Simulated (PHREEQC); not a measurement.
Arsenic or selenium liquor: speciation

Solution (32 °C): 0.0048 mol/kgw H3AsO4, 0.0043 mol/kgw H3PO4 and 0.035 mol/kgw FeCl3. Closed to the air; pH follows from the charge balance.

All values are PHREEQC results (ion-association model, wateq4f.dat), not measurements.

This is a speciation only: nothing precipitates in the calculation.

Problem. Estimate the pH, ionic strength.

Solution. pH 1.92; ionic strength 0.157 mol/kgw.

Problem. In which forms is Cl present?

Solution. Cl- 87 %, FeCl+2 10 %, FeCl2+ 2.1 % of the Cl.

Saturation is exceeded, for instance for Strengite, Hematite (slow to form); the values hold only as long as no solid forms. The database's scorodite may be far more soluble than the real mineral, and it has no iron arsenate complexes; the constant wasn't checked at its source. H3PO4, which wateq4f.dat lacks, is added to it with the constant of phreeqc.dat.
